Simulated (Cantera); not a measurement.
Input (Python, Cantera):

```python
import numpy as np
import cantera as ct

gas = ct.Solution("gri30.yaml")
gas.TPX = 1948, 100000, {'C2H6': 1, 'H2': 4.5}
reactor = ct.IdealGasConstPressureReactor(gas, energy="off", clone=False)
net = ct.ReactorNet([reactor])
net.rtol, net.atol = 1e-08, 1e-18
show = ['C2H6', 'H2', 'CH4', 'C2H', 'CH2', 'CH3', 'C2H4']
times = np.geomspace(1e-06, 100, 9)

steps = ct.SolutionArray(gas, extra=["t"])
rows = []
print(f"{'t/s':>10s}{'T/K':>9s}{'P/Pa':>11s}" + "".join(f"{s:>11s}" for s in show))
for t in times:
    while net.time < t:
        t_next = net.step()
        steps.append(gas.state, t=t_next)
    rows.append([np.interp(t, steps.t, y) for y in (steps.T, steps.P, *steps(*show).X.T)])
    print(f"{t:10.3e}{rows[-1][0]:9.1f}{rows[-1][1]:11.4g}" + "".join(f"{x:11.3e}" for x in rows[-1][2:]))
rate = np.gradient(steps.T, steps.t)
print("integrator steps:", len(steps.t))
if steps.T.max() > steps.T[0] + 200:
    print(f"time of steepest temperature rise: {steps.t[rate.argmax()]:.4e} s")
gas.TPX = 1948, 100000, {'C2H6': 1, 'H2': 4.5}
gas.equilibrate("TP")
print(f"equilibrium (TP): T = {gas.T:.1f} K  " + "  ".join(f"{s} {gas[s].X[0]:.3e}" for s in show))
```

Result:

```
       t/s      T/K       P/Pa       C2H6         H2        CH4        C2H        CH2        CH3       C2H4
 1.000e-06   1948.0      1e+05  1.054e-01  7.852e-01  4.287e-02  3.172e-08  6.476e-05  3.264e-02  2.029e-02
 1.000e-05   1948.0      1e+05  1.219e-03  7.508e-01  1.647e-01  1.529e-06  1.404e-05  8.459e-03  3.438e-02
 1.000e-04   1948.0      1e+05  1.858e-04  7.690e-01  1.489e-01  1.241e-06  3.144e-06  3.199e-03  5.386e-03
 1.000e-03   1948.0      1e+05  5.901e-05  8.132e-01  8.098e-02  1.821e-06  2.077e-06  1.836e-03  1.484e-03
 1.000e-02   1948.0      1e+05  2.325e-06  8.559e-01  1.486e-02  2.397e-06  5.148e-07  3.573e-04  1.002e-03
 1.000e-01   1948.0      1e+05  5.522e-07  8.616e-01  6.049e-03  2.485e-06  2.260e-07  1.471e-04  1.012e-03
 1.000e+00   1948.0      1e+05  5.518e-07  8.616e-01  6.046e-03  2.485e-06  2.259e-07  1.470e-04  1.012e-03
 1.000e+01   1948.0      1e+05  5.518e-07  8.616e-01  6.046e-03  2.485e-06  2.259e-07  1.470e-04  1.012e-03
 1.000e+02   1948.0      1e+05  5.518e-07  8.616e-01  6.046e-03  2.485e-06  2.259e-07  1.470e-04  1.012e-03
integrator steps: 1373
equilibrium (TP): T = 1948.0 K  C2H6 5.518e-07  H2 8.616e-01  CH4 6.046e-03  C2H 2.485e-06  CH2 2.259e-07  CH3 1.470e-04  C2H4 1.012e-03
```

Cantera simulation using GRI-Mech 3.0 (53 species, 325 reactions); the numbers are that mechanism's predictions, not measurements. GRI-Mech 3.0 stops at C3 and has no aromatics, soot or wall deposition, so with more carbon than oxygen in the feed, carbon stays in small species such as C2H2 where larger ones or solid carbon would form.
